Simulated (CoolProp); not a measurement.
A single-stage vapour-compression cycle with carbonyl sulfide: evaporating at 273.15 K (dew point), condensing at 322.15 K (bubble point), superheat 0 K, subcooling 5 K, compressor efficiency 0.85, no pressure losses. Each further row changes one setting.

The numbers come from the reference Helmholtz-energy equation of state, Lemmon 2006 in CoolProp. It is a short technical equation, of lower accuracy than the large ones.

```
case                              cooling COP  pressure ratio  discharge temperature (K)  refrigerating effect (kJ/kg)  volumetric capacity (kJ/m³)
--------------------------------  -----------  --------------  -------------------------  ----------------------------  ---------------------------
as stated                                3.86            3.42                      365.7                           210                         4030
evaporating temperature 278.15 K         4.45            2.95                      360.2                           212                         4680
condensing temperature 317.15 K          4.41            3.07                      356.7                           218                         4170
subcooling 10 K                          3.99            3.42                      365.7                           218                         4170
superheat 10 K                           3.81            3.42                      377.6                           218                         3980
compressor efficiency 0.75               3.40            3.42                      373.8                           210                         4030
```
